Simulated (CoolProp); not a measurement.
Vapour-liquid equilibrium of sulfur hexafluoride (1) + R113 (2) at 243.1 K; x and y are mole fractions of (1).

Computed with CoolProp (multi-fluid Helmholtz-energy mixture model, Guder 2009 and Marx 1992; pair parameters Bell 2016).

| x | bubble pressure (kPa) | y at the bubble point | dew pressure at overall composition x (kPa) | liquid density (mol/L) |
|---|---|---|---|---|
| 0.05 | 63.22 | 0.955 | 2.963 | 9.140 |
| 0.15 | 94.56 | 0.970 | 3.311 | 9.396 |
| 0.25 | 102.4 | 0.973 | 3.753 | 9.681 |
| 0.35 | 113.8 | 0.977 | 4.331 | 9.995 |
| 0.45 | 135.3 | 0.982 | 5.119 | 10.33 |
| 0.55 | 170.8 | 0.988 | 6.259 | 10.69 |
| 0.65 | 223.7 | 0.994 | 8.051 | 11.06 |
| 0.75 | 295.2 | 0.997 | 11.28 | 11.42 |
| 0.85 | 379.3 | 0.999 | 18.84 | 11.73 |
| 0.95 | 459.5 | 1.000 | 56.82 | 11.93 |

No azeotrope shows between x = 0.05 and 0.95.

Pair parameters are fitted to limited data, so mixtures are less certain than the pure fluids. The gap from Raoult's law changes sign with composition, which may be real or a fault of the pair parameters; it wasn't checked against measurements. With so large a gap from Raoult's law the liquid may split in two, which this calculation doesn't test in full.
